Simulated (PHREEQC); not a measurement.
**Alkaline etch or developer: speciation**

Make-up at 25 °C: 0.066 mol NH3 per kg of water. Closed to the air; pH follows from the charge balance.

Model: ion-association model, phreeqc.dat, run in PHREEQC.

| Item | Result |
|---|---|
| pH | 11.03 |
| ionic strength | 0.00112 mol/kgw |
| specific conductance | 295 µS/cm |
| total alkalinity | 66.0 meq/kg |

```
species  molality  activity   log γ
-------  --------  --------  ------
NH3        0.0649    0.0649   0.000
OH-       0.00112   0.00107  -0.016
NH4+      0.00112   0.00107  -0.017
```

Precipitation was switched off in this run. Species that the database lacks are ignored.
